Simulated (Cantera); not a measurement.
Premixed flame

A freely propagating, adiabatic, planar premixed flame of 41.6 % H2, 12.2 % O2, 46.2 % N2, unburnt at 498 K and 2.50 bar; mixture-averaged transport, grid criteria slope 0.08 and curve 0.16, no radiation.

Model: the H2/O2 subset of GRI-Mech 3.0, which has no nitrogen chemistry, integrated in Cantera. The hydrogen kinetics of GRI-Mech 3.0 are dated; newer H2 mechanisms differ, most at raised pressure. Burning velocities carry a grid error of a few per cent, more on coarse grids.

```tsv
z (mm)	T (K)	u (m/s)	x H2	x O2	x HO2	x OH	x O	x H2O
-0.375	498	6.94	0.416	0.122	<1e-8	<1e-8	<1e-8	<1e-8
-0.250	498	6.94	0.416	0.122	<1e-8	<1e-8	<1e-8	<1e-8
-0.188	498	6.94	0.416	0.122	<1e-8	<1e-8	<1e-8	<1e-8
-0.125	498	6.94	0.416	0.122	3.38e-7	<1e-8	<1e-8	5.86e-7
-0.0626	526	7.27	0.410	0.123	0.000333	4.18e-5	6.44e-6	0.000794
-0.0313	800	10.7	0.374	0.117	0.000453	0.00103	0.000263	0.0230
0	1243	16.2	0.290	0.0845	0.000184	0.00234	0.00253	0.0966
0.0313	1558	20.0	0.205	0.0347	6.89e-5	0.00517	0.00430	0.191
0.0626	1714	21.9	0.170	0.0110	2.10e-5	0.00661	0.00337	0.237
0.125	1854	23.5	0.163	0.00218	4.13e-6	0.00733	0.00223	0.256
0.250	1982	24.9	0.169	0.00101	1.94e-6	0.00706	0.00146	0.261
0.500	2097	26.1	0.176	0.000541	1.07e-6	0.00598	0.000812	0.266
1.00	2189	27.1	0.182	0.000248	5.22e-7	0.00447	0.000379	0.271
```
x: mole fraction of selected species; z is measured from the peak of heat release.

```
Item                        Result
------------------------  --------
laminar burning velocity  694 cm/s
thermal thickness         0.125 mm
peak x(HO2)               0.000664
peak x(OH)                 0.00736
peak x(O)                  0.00432
grid points                    114
```
